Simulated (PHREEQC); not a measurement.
A solution holds 1.4 mmol/kgw HF and 0.28 mmol/kgw NH4F, at 21 °C. Closed to the air; pH follows from the charge balance.

The numbers come from PHREEQC with the ion-association model, phreeqc.dat.

No solid was allowed to form.

Order these F species by the share of F that they hold, largest first: F-, HF, HF2-.

F- (54 %), HF (45 %), HF2- (0.31 %)

The pH is 3.21 and the ionic strength 0.000917 mol/kgw. Species that the database lacks are ignored.
